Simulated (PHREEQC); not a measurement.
A solution holds 0.0088 mol/kgw KOH and 0.01 mol/kgw KH2PO4, at 92 °C. Closed to the air; pH follows from the charge balance.

Computed with PHREEQC (ion-association model, phreeqc.dat).

This is a speciation only: nothing precipitates in the calculation.

Question: Estimate the pH.

Answer: pH 7.69.

Question: In which forms is P present?

Answer: HPO4-2 86 %, H2PO4- 12 %, KHPO4- 1.5 % of the P.

Away from 25 °C the constants follow the database's enthalpies or fits; those with neither stay at their 25 °C values.
